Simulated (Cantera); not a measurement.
A closed system holds: 1 mol SiO2, 2.8 mol HF, 12 mol O2, at 13300 Pa.

Method: chemical equilibrium by Gibbs-energy minimisation in Cantera with the NASA 1993 tables (ideal gas, pure condensed phases). Candidate condensed phases: H2O, Si, SiO2; 38 gas species. The tables hold silica as quartz up to 1696 K and as liquid above; real silica turns to tridymite and cristobalite and melts near 1996 K. The numbers say what is thermodynamically allowed, not how fast it happens.

Q: What share of the Si ends up in condensed phases as a function of T (K), at 798, 898, 998, 1098, 1198, 1298, 1398, 1498, 1598, 1698, 1798, 1898?

A: 
```
T (K)  Si condensed (%)               as
-----  ----------------  ---------------
798                50.4   SiO2(α-quartz)
898                58.1   SiO2(β-quartz)
998                65.2   SiO2(β-quartz)
1098               71.1   SiO2(β-quartz)
1198               76.0   SiO2(β-quartz)
1298               79.8   SiO2(β-quartz)
1398               82.9   SiO2(β-quartz)
1498               85.3   SiO2(β-quartz)
1598               87.2   SiO2(β-quartz)
1698               88.7  SiO2(condensed)
1798               89.9  SiO2(condensed)
1898               91.0  SiO2(condensed)
```
